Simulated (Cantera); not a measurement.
Cantera run:

```python
import numpy as np
import cantera as ct

gas_names = """
    C CN CO CO2 C2 CCN CNC C2N2 C2O C3 C3O2 C4 C4N2 C5 Fe FeC5O5 FeO N NCO NO NO2 NO3 N2 N2O O O2 O3
""".split()
cond_names = """
    C(gr) Fe(a) Fe(c) Fe(d) Fe(L) FeC5O5(L) FeO(s) FeO(L) Fe2O3(s) Fe3O4(s)
""".split()


# ... load() reads the species with a 1 bar reference pressure and builds the phases ...
atoms = {
    'Fe(CO)5': {'Fe': 1, 'C': 5, 'O': 5},
    'N2': {'N': 2},
}
top_T = {'C(gr)': 4500, 'Fe2O3(s)': 1830, 'Fe3O4(s)': 1870}  # K; cautious upper limits of use, not melting points


# ... equilibrate(T, P, feed) seeds the gas with the atoms and calls Mixture.equilibrate('TP', solver="vcs", rtol=1e-11, max_steps=5000) ...
results = []
feed = {'Fe(CO)5': 1, 'N2': 0.14}  # mol
T = 1673  # K
for P in [10, 36, 130, 460, 1700, 6000, 22000, 77000, 280000, 1000000]:
    mix = equilibrate(T, P, feed)
    results.append((T, P, feed, dict(zip(mix.species_names, mix.species_moles))))

top = {s: max(r[3][s] / sum(r[3][g] for g in gas_names) for r in results) for s in gas_names}
cols = sorted((s for s in top if top[s] > 1e-05), key=lambda s: -top[s])[:6]
seen = [c for c in cond_names if any(r[3].get(c, 0) > 1e-12 for r in results)]
print("log10 of partial pressures in bar; condensed amounts in mol")
print(f"{'P/Pa':>10s}" + "".join(f"{s[:9]:>10s}" for s in cols + seen))
for T, P, feed, n in results:
    ng = sum(n[g] for g in gas_names)
    print(f"{P:10.4g}" + "".join(f"{np.log10(max(n[s] / ng * P / 1e5, 1e-99)):10.3f}" for s in cols)
          + "".join(f"{n.get(c, 0):10.4g}" for c in seen))
```

Result:

```
log10 of partial pressures in bar; condensed amounts in mol
      P/Pa        CO        Fe        N2       CO2     C(gr)     Fe(d)
        10    -4.030    -5.397    -5.583   -11.540         0    0.7851
        36    -3.461    -5.397    -5.013   -10.691 1.286e-07    0.9421
       130    -2.899    -5.397    -4.452    -9.568  9.79e-07    0.9841
       460    -2.350    -5.397    -3.902    -8.469 3.746e-06    0.9955
      1700    -1.782    -5.397    -3.334    -7.333 1.402e-05    0.9988
      6000    -1.234    -5.397    -2.787    -6.237  4.96e-05    0.9997
   2.2e+04    -0.670    -5.397    -2.222    -5.109 0.0001819    0.9999
   7.7e+04    -0.126    -5.397    -1.678    -4.021 0.0006366         1
   2.8e+05     0.435    -5.397    -1.117    -2.899  0.002313         1
     1e+06     0.987    -5.397    -0.564    -1.795   0.00823         1
```

These are equilibrium values from Cantera (NASA tables, ideal gas, pure condensed phases), not measurements of a reactor. Iron dissolves carbon and melts from about 1420 K in contact with it, which pure phases cannot show. Condensed phases not in the tables: cementite and carbon dissolved in iron.
